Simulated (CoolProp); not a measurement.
Fluoroethane (R161) along the isobar 50 bar: fugacity coefficient from the reference equation and from simpler models built on Tc = 102.1 °C, pc = 50.10 bar, ω = 0.216; each cubic takes its own stable root.

Values from CoolProp's reference Helmholtz-energy equation of state, Wu 2012.

| T (°C) | phase | reference | van der Waals | Soave-Redlich-Kwong | Peng-Robinson |
|---|---|---|---|---|---|
| -123.45 | liquid | 2.960e-5 | 0.007173 | 2.947e-5 | 3.439e-5 |
| -110.05 | liquid | 0.0001457 | 0.01383 | 0.0001434 | 0.0001598 |
| -96.55 | liquid | (withheld) | 0.02417 | 0.0005368 | 0.0005776 |
| -83.05 | liquid | 0.001641 | 0.03893 | 0.001623 | 0.001699 |
| -69.55 | liquid | 0.004153 | 0.05873 | 0.004141 | 0.004245 |
| -56.15 | liquid | 0.009112 | 0.08379 | 0.009168 | (withheld) |
| -42.65 | liquid | 0.01799 | 0.1147 | 0.01826 | 0.01818 |
| -29.15 | liquid | 0.03241 | 0.1513 | 0.03317 | 0.03270 |
| -15.75 | liquid | 0.05389 | 0.1930 | 0.05555 | 0.05436 |
| -2.25 | liquid | (withheld) | 0.2403 | 0.08747 | 0.08512 |

Problem. Some entries are withheld; supply them.

Solution. 
- -96.55, reference: 0.0005457
- -56.15, Peng-Robinson: 0.009243
- -2.25, reference: 0.08434
